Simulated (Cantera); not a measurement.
A closed system holds: 1 mol Pb, 0.24 mol O₂, 0.2 mol H₂, held at 100 Torr.

Cantera equilibrium calculation (NASA polynomials, part measured and part estimated; ideal gas, pure solids and liquids). Candidate condensed phases: H₂O, Pb, PbO, PbO₂, Pb₃O₄; 12 gas species. Each liquid is taken as pure. Mutual solubility and eutectic melting of coexisting phases are not modelled. Gases not in the tables: (PbO)n polymers. Equilibrium is a limit: real reactors are often held back by kinetics, nucleation or transport.

Problem. Which condensed phases are stable at each of these points (T (K)): 523, 598, 673, 748, 823, 898, 973, 1048, 1123, 1198, 1273, 1348?

Solution. 
| T (K) | condensed phases | Pb condensed (%) |
|---|---|---|
| 523 | Pb(s) + PbO(red) | 100.0 |
| 598 | Pb(s) + PbO(red) | 100.0 |
| 673 | Pb(l) + PbO(red) | 100.0 |
| 748 | Pb(l) + PbO(red) | 100.0 |
| 823 | Pb(l) + PbO(yellow) | 100.0 |
| 898 | Pb(l) + PbO(yellow) | 100.0 |
| 973 | Pb(l) + PbO(yellow) | 100.0 |
| 1048 | Pb(l) + PbO(yellow) | 100.0 |
| 1123 | Pb(l) + PbO(yellow) | 100.0 |
| 1198 | Pb(l) + PbO(l) | 99.9 |
| 1273 | Pb(l) + PbO(l) | 99.7 |
| 1348 | Pb(l) + PbO(l) | 99.1 |

From 523 K to 598 K the condensed part is Pb(s) + PbO(red). From 673 K to 748 K the condensed part is Pb(l) + PbO(red). From 823 K to 1123 K the condensed part is Pb(l) + PbO(yellow). From 1198 K to 1348 K the condensed part is Pb(l) + PbO(l).
